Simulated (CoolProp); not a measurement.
Vapour-liquid equilibrium of ethane (1) + CHF3 (R23) (2) at 0.375 MPa; x and y are mole fractions of (1).

Values from CoolProp's multi-fluid Helmholtz-energy mixture model, Bücker 2006 and Penoncello 2003; pair parameters Bell 2016.

| x | bubble temperature, mixture model (°C) | bubble temperature, Raoult's law (°C) | y, mixture model | y, Raoult's law |
|---|---|---|---|---|
| 0.05 | -62.6 | -56.0 | 0.276 | 0.059 |
| 0.15 | -68.5 | -56.5 | 0.480 | 0.174 |
| 0.25 | -70.1 | -56.9 | 0.533 | 0.285 |
| 0.35 | -70.4 | -57.4 | 0.546 | 0.392 |
| 0.45 | -70.4 | -57.8 | 0.547 | 0.495 |
| 0.55 | -70.4 | -58.2 | 0.548 | 0.595 |
| 0.65 | -70.4 | -58.7 | 0.556 | 0.691 |
| 0.75 | -70.0 | -59.1 | 0.580 | 0.784 |
| 0.85 | -68.7 | -59.6 | 0.644 | 0.873 |
| 0.95 | -64.6 | -60.0 | 0.814 | 0.958 |

The largest gap from Raoult's law is -13.2 K in bubble temperature, at x = 0.25. y crosses x between x = 0.45 and 0.55: the model has an azeotrope there.

Pair parameters are fitted to limited data, so mixtures are less certain than the pure fluids. With so large a gap from Raoult's law the liquid may split in two, which this calculation doesn't test in full.
